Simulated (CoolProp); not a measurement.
Model: reference Helmholtz-energy equation of state, Marx 1992, in CoolProp.

### Question
For R113, give the phase and the Joule-Thomson coefficient (K/MPa) at 500 K and 0.835 bar; 500 K and 4.91 bar; 500 K and 11.9 bar.

### Answer
- 500 K and 0.835 bar: gas; Joule-Thomson coefficient 8.40
- 500 K and 4.91 bar: gas; Joule-Thomson coefficient 8.87
- 500 K and 11.9 bar: gas; Joule-Thomson coefficient 9.85
